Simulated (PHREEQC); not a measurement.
Solution (80 °C): 11 mmol/kgw CaSO4 and 100 mmol/kgw Na2HPO4. Closed to the air; pH follows from the charge balance.

All values are PHREEQC results (ion-association model, wateq4f.dat), not measurements.

Precipitation was switched off in this run.

### Question
Estimate the pH, ionic strength.

### Answer
pH 7.91; ionic strength 0.282 mol/kgw.

### Question
In which forms is Na present?

### Answer
Na+ 95 %, NaHPO4- 3.4 %, NaSO4- 1.2 % of the Na.

The solution is supersaturated, for example in Hydroxyapatite, so a real one may precipitate; this is no full list. Species that the database lacks are ignored. H3PO4, which wateq4f.dat lacks, is added to it with the constant of phreeqc.dat. At this temperature some constants are extrapolated from 25 °C, and those without enthalpy data are left unchanged.
